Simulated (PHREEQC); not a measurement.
Dissolve 0.27 mol Na2S, 0.00093 mol NaOH and 0.00011 mol ZnCl2 per kg of water at 90 °C. Closed to the air; pH follows from the charge balance.

Model: ion-association model, wateq4f.dat, run in PHREEQC.

The pH is 11.12. The ionic strength comes out as 0.728 mol/kgw, the activity of water is 0.985 and the total alkalinity comes out as 541 meq/kg.

```tsv
species	molality	activity	log γ
Na+	0.541	0.360	-0.176
S-2	0.187	0.0286	-0.815
OH-	0.0843	0.0476	-0.248
HS-	0.0831	0.0470	-0.248
Cl-	0.000220	0.000128	-0.237
Zn(HS)3-	5.79e-5	4.18e-5	-0.142
Zn(HS)2	5.21e-5	6.16e-5	0.073
H2S	1.02e-6	1.20e-6	0.073
```

This is a speciation only: nothing precipitates in the calculation. Saturation is exceeded, for instance for ZnS(a), Sphalerite (slow to form); the values hold only as long as no solid forms. Ionic strength above about 0.7 mol/kgw puts this run outside the model's range. With this much S-2 the pH rests on the database's HS-/S-2 constant; if that pK is higher, the solution is more alkaline. Constants without temperature data keep their 25 °C values here. The database's pK near 12.9 for HS-/S-2 is now thought far too low, so its S-2 is overstated. The polysulfide entries of wateq4f.dat were taken out for this run.
